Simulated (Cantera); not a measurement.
Input: 1 mol SO2, 0.024 mol O2, at 2425 °C.

Method: chemical equilibrium by Gibbs-energy minimisation in Cantera with the NASA 1993 tables (ideal gas, pure condensed phases). Candidate condensed phases: S; 10 gas species. The ideal-gas law is rough above about 30 bar. Equilibrium is a limit: real reactors are often held back by kinetics, nucleation or transport.

log p: log10 of the partial pressure in bar; nothing condenses.

```
P (Pa)    log p SO2  log p O  log p SO  log p S  log p O2  log p SO3  log p S2
--------  ---------  -------  --------  -------  --------  ---------  --------
10            -5.94    -4.23     -4.95    -4.59     -5.56     -11.59     -7.14
65            -4.11    -3.58     -3.77    -4.06     -4.28      -9.13     -6.07
420           -2.80    -3.11     -2.93    -3.70     -3.32      -7.34     -5.35
2700              ?        ?         ?        ?         ?          ?         ?
17000             ?        ?         ?        ?         ?          ?         ?
110000        -0.01    -2.07     -1.18    -2.97     -1.26      -3.52     -3.90
720000         0.83    -1.74     -0.68    -2.81     -0.58      -2.34     -3.58
4700000        1.65    -1.38     -0.21    -2.70      0.13      -1.16     -3.35
30000000       2.46    -1.01      0.24    -2.62      0.86       0.02     -3.20
```

Question: What belongs in the gaps?

Answer: 
- 17000, log p SO2: -0.87
- 17000, log p O: -2.40
- 17000, log p SO: -1.71
- 17000, log p S: -3.18
- 17000, log p O2: -1.91
- 17000, log p SO3: -4.70
- 17000, log p S2: -4.31
- 2700, log p SO2: -1.77
- 2700, log p O: -2.73
- 2700, log p SO: -2.28
- 2700, log p S: -3.42
- 2700, log p O2: -2.57
- 2700, log p SO3: -5.93
- 2700, log p S2: -4.79
